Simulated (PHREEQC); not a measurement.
A solution holds 0.21 mol/kgw Al(NO3)3, 0.0019 mol/kgw Ca(NO3)2 and 0.0098 mol/kgw NaAlO2, at 70 °C. Closed to the air; pH follows from the charge balance.

Equilibrium calculation in PHREEQC: ion-association model, wateq4f.dat.

This is a speciation only: nothing precipitates in the calculation.

Task: Estimate the pH.

Result: pH 3.53.

Task: In which forms is Al present?

Result: Al+3 84 %, AlOH+2 14 %, Al(OH)2+ 1.9 % of the Al.

Saturation is exceeded, for instance for Al(OH)3(a), Boehmite (slow to form); the values hold only as long as no solid forms. Caution: at this ionic strength the ion-association model is outside its range; a Pitzer model would be the better tool where its parameters exist. Complexes and solids missing from the database can't appear. Constants without temperature data keep their 25 °C values here.
